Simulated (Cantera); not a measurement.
Charge: 1 mol AlCl₃, 2.4 mol N₂O, 13 mol N₂, held at 900 °C and 16.0 Pa.

Equilibrium computed with Cantera from the NASA thermochemical tables; the gas is ideal and each condensed phase is pure. Candidate condensed phases: Al, AlCl₃, AlN, Al₂O₃; 24 gas species. Equilibrium is a limit: real reactors are often held back by kinetics, nucleation or transport.

Base state: N₂ 0.859, Cl 0.0638, Cl₂ 0.0518, O₂ 0.0251, NO 5.72e-5 (mole fractions); condensed: Al₂O₃(s).

**Question.** What changes in the equilibrium state with this change: temperature from 900 °C to 1802 °C?

**Answer.** 
| species | before | after |
|---|---|---|
| N₂ | 0.859 | 0.811 |
| Cl | 0.0638 | 0.158 |
| O₂ | 0.0251 | 0.0166 |
| Cl₂ | 0.0518 | 4.21e-6 |
| O | 1.75e-7 | 0.0119 |
| AlOCl | <1e-9 | 0.000229 |
| AlCl | <1e-9 | 4.96e-5 |
| NO | 5.72e-5 | 0.00266 |
| Al₂O₃(s), mol | 0.500 | 0.497 |
